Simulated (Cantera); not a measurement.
What does this Cantera script print?

```python
import numpy as np
import cantera as ct

gas = ct.Solution("gri30.yaml")


def delay(T, t_max=10):
    gas.TPX = T, 36000, {'CH4': 1, 'O2': 1.82, 'N2': 6.84}
    reactor = ct.IdealGasConstPressureReactor(gas, clone=False)
    net = ct.ReactorNet([reactor])
    net.rtol, net.atol = 1e-8, 1e-16
    while net.time < t_max:
        t_old, T_old = net.time, reactor.T
        net.step()
        if reactor.T > T + 400:  # ignition: a rise of 400 K
            return t_old + (T + 400 - T_old) / (reactor.T - T_old) * (net.time - t_old)
    return np.nan


taus = []
for T in [1323, 1373, 1423, 1473, 1523, 1573]:
    taus.append(delay(T))
    print(f"T0 = {T:6g} K   tau = {taus[-1]:.4e} s")
```

Result:

```
T0 =   1323 K   tau = 1.9698e-02 s
T0 =   1373 K   tau = 1.0538e-02 s
T0 =   1423 K   tau = 5.9057e-03 s
T0 =   1473 K   tau = 3.4748e-03 s
T0 =   1523 K   tau = 2.1452e-03 s
T0 =   1573 K   tau = 1.3846e-03 s
```

Model: GRI-Mech 3.0 (53 species, 325 reactions), integrated in Cantera.
